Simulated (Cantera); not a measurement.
Mixture: CH4 : CO : O2 : N2 = 1 : 0.13 : 2.49 : 9.35 (molar parts), at 7.30 bar, adiabatic and at constant volume. Ignition delay is the time to a rise of 400 K.

Cantera simulation using GRI-Mech 3.0 (53 species, 325 reactions); the numbers are that mechanism's predictions, not measurements.

**Question.** What does this change do: CO 0.13 to 0.22 parts?

**Answer.** 
| quantity | before | after |
|---|---|---|
| delay at 1048 K | 63.2 ms | 72.5 ms |
| delay at 1198 K | 6.81 ms | 7.39 ms |
| delay at 1348 K | 1.08 ms | 1.13 ms |
| delay at 1498 K | 0.223 ms | 0.228 ms |
| delay at 1648 K | 58.0 µs | 58.6 µs |
| apparent activation energy between 1498 and 1648 K | 180 kJ/mol | 190 kJ/mol |
